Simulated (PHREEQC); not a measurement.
# Copper plating or etch bath: an equilibrium model

A solution holds 3.2 mmol/kgw Cu(NO3)2, 0.6 mmol/kgw HBF4 and 31 mmol/kgw Na2SO4, at 39 °C. Closed to the air; pH follows from the charge balance.

All values are PHREEQC results (ion-association model, phreeqc.dat), not measurements.

This is a speciation only: nothing precipitates in the calculation.

Task: What pH does the model give?

Result: pH 3.31.

Task: In which forms is F present?

Result: F- 54 %, HF 39 %, BF4- 2.3 %, BF2(OH)2- 1.4 %, NaF 1.1 %, BF3OH- 0.9 % of the F.

Away from 25 °C the constants follow the database's enthalpies or fits; those with neither stay at their 25 °C values. Real BF4- forms and hydrolyses slowly; the run takes it at equilibrium.
